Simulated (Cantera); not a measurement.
Input: 1 mol Cu, 3 mol F2, 3.7 mol H2, equilibrated at 0.203 Torr.

Cantera equilibrium calculation (NASA polynomials, part measured and part estimated; ideal gas, pure solids and liquids). Candidate condensed phases: Cu, CuF2; 15 gas species. Kinetics and transport are ignored.

Which condensed phases are stable at each of these points (T (K)): 548, 623, 698, 773, 848, 923, 998, 1073, 1148, 1223, 1298, 1373, 1448, 1523?


```tsv
T (K)	condensed phases	Cu condensed (%)
548	Cu(s)	100.0
623	Cu(s)	100.0
698	Cu(s)	100.0
773	Cu(s)	100.0
848	Cu(s)	100.0
923	Cu(s)	100.0
998	Cu(s)	100.0
1073	Cu(s)	100.0
1148	Cu(s)	100.0
1223	Cu(s)	99.9
1298	Cu(s)	99.6
1373	Cu(l)	97.8
1448	Cu(l)	90.9
1523	Cu(l)	66.7
```

From 548 K to 1298 K the condensed part is Cu(s). From 1373 K to 1523 K the condensed part is Cu(l).
